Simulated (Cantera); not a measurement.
Feed: 1 mol B2O3, 2 mol NF3, 8.2 mol O2, 4.4 mol BCl3, held at 1600 °C and 1.00 Torr.

Cantera equilibrium calculation (NASA polynomials, part measured and part estimated; ideal gas, pure solids and liquids). Candidate condensed phases: B, BN, B2O3; 42 gas species. The tables' values for BOCl are old estimates; treat these amounts as uncertain. Kinetics and transport are ignored.

Base state: Cl 0.487, O2 0.236, BOF 0.224, N2 0.0367, BO2 0.00476, B2O3 0.00404, O 0.00315, BOCl 0.00211 (mole fractions); condensed: gas only.

### Question
What changes in the equilibrium state with this change: pressure from 1.00 Torr to 7.50 Torr?

### Answer
```
species   before    after
-------  -------  -------
Cl         0.487    0.471
O2         0.236    0.240
BOF        0.224    0.226
Cl2      0.00163   0.0115
N2        0.0367   0.0371
BF3      1.05e-5  7.49e-5
BO       1.69e-5  3.87e-6
O        0.00315  0.00116
```
